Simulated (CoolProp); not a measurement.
Properties of decamethylcyclopentasiloxane (D5) along the isotherm 620 K (Tc = 618.3 K, pc = 1.078 MPa, ω = 0.631).

Computed with CoolProp (reference Helmholtz-energy equation of state, Thol 2019).

```csv
p (MPa),phase,density (kg/m³),cv (kJ/(kg K)),Joule-Thomson coefficient (K/MPa),isothermal compressibility (1/MPa)
0.0414,gas,3.019,1.931,9.123,24.49
0.0829,gas,6.132,1.932,9.330,12.41
0.124,gas,9.307,1.934,9.549,8.426
0.166,gas,___,1.935,9.787,___
0.207,gas,16.03,1.937,___,5.221
0.249,gas,19.61,1.938,10.31,4.422
0.29,gas,23.23,1.940,10.60,3.871
0.332,gas,27.08,1.941,10.92,3.453
0.373,gas,30.99,1.943,11.26,3.142
0.414,gas,35.07,1.945,11.63,2.899
0.456,gas,39.44,1.946,___,2.702
0.497,gas,43.91,1.948,12.49,2.549
0.539,gas,48.74,1.950,12.99,2.424
```

Complete the blanks.


- 0.166, density (kg/m³): 12.65
- 0.166, isothermal compressibility (1/MPa): 6.400
- 0.207, Joule-Thomson coefficient (K/MPa): 10.04
- 0.456, Joule-Thomson coefficient (K/MPa): 12.04
